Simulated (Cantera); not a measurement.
An isothermal, constant-pressure homogeneous reactor starts with 11.2 % C2H6, 86.6 % N2, 2.14 % H2O, at 1775 K and 0.109 atm.

Model: GRI-Mech 3.0 (53 species, 325 reactions), integrated in Cantera. GRI-Mech 3.0 stops at C3 and has no aromatics, soot or wall deposition, so with more carbon than oxygen in the feed, carbon stays in small species such as C2H2 where larger ones or solid carbon would form.

One state of this run: x C2H6 = 1.29e-5; x H = 0.000237; x C2H4 = 0.000419; x CH4 = 0.0254; x C2H2 = 0.0804; x CH2 = 1.22e-6. x: mole fraction; the columns are a selection and need not sum to one.

Problem. Which value of t (s) does it belong to?
A. 1.25
B. 0.0193
C. 0.00241
D. 0.00682

Solution. D, 0.00682
